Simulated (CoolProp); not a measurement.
n-perfluorohexane along the isotherm 176.85 °C: fugacity coefficient from the reference equation and from simpler models built on Tc = 174.9 °C, pc = 17.42 bar, ω = 0.497; each cubic takes its own stable root.

The numbers come from the reference Helmholtz-energy equation of state, Gao 2022 in CoolProp.

```csv
p (bar),phase,reference,van der Waals,Peng-Robinson
0.726,gas,0.9857,0.9878,0.9845
1.45,gas,0.9714,(withheld),0.9692
2.18,gas,0.9571,0.9633,0.9538
2.9,gas,(withheld),0.9513,0.9388
3.63,gas,(withheld),0.9391,0.9237
4.35,gas,0.9149,0.9270,0.9089
5.08,gas,0.9008,0.9148,0.8941
5.81,gas,(withheld),0.9026,0.8793
6.53,gas,0.8728,0.8906,0.8648
7.26,gas,0.8588,0.8784,0.8502
7.98,gas,0.8450,0.8664,(withheld)
8.71,gas,0.8310,0.8541,0.8215
```

Task: What belongs in the gaps?

Result: 
- 1.45, van der Waals: 0.9756
- 2.9, reference: 0.9431
- 3.63, reference: 0.9289
- 5.81, reference: 0.8867
- 7.98, Peng-Robinson: 0.8359
